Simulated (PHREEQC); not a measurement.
1 kg of water holding 30 mmol/kgw NaCl and 68 mmol/kgw Na2SO4 meets 20 L of dry gas (CO2 0.86, N2 0.14 by moles) at fixed total pressure, at 40 °C; fugacities by Peng-Robinson. The gases take part in no redox reaction, some water evaporates into the gas, and hydrates or a liquid gas phase aren't modelled. No solid was allowed to form.

The numbers come from PHREEQC with the ion-association model, phreeqc.dat.

| P (atm) | dissolved CO2 (all carbonate carbon) (mol/kgw) | φ of CO2 | p of CO2 (atm) | dissolved N2 (mol/kgw) |
|---|---|---|---|---|
| 2 | 0.0373 | 0.991 | 1.65 | 0.000148 |
| 5 | 0.0937 | 0.976 | 4.22 | 0.000377 |
| 10 | 0.184 | ? | 8.50 | 0.000759 |
| 20 | 0.349 | ? | 17.1 | ? |
| 30 | 0.496 | 0.864 | 25.6 | 0.00229 |
| 40 | 0.625 | 0.821 | 34.2 | 0.00308 |
| 50 | 0.736 | 0.779 | 42.8 | ? |
| 75 | 0.940 | 0.678 | 64.3 | 0.00618 |
| 100 | ? | 0.583 | 85.7 | 0.00922 |
| 150 | ? | ? | 129 | 0.0170 |
| 200 | 1.15 | 0.364 | 171 | 0.0229 |
| 300 | 1.21 | 0.293 | 257 | 0.0315 |
| 400 | 1.26 | 0.262 | 342 | 0.0384 |

**Question.** What belongs in the gaps?

**Answer.** 
- 10, φ of CO2: 0.953
- 20, φ of CO2: 0.908
- 20, dissolved N2 (mol/kgw): 0.00152
- 50, dissolved N2 (mol/kgw): 0.00389
- 100, dissolved CO2 (all carbonate carbon) (mol/kgw): 1.05
- 150, dissolved CO2 (all carbonate carbon) (mol/kgw): 1.11
- 150, φ of CO2: 0.439

Constants without temperature data keep their 25 °C values here.
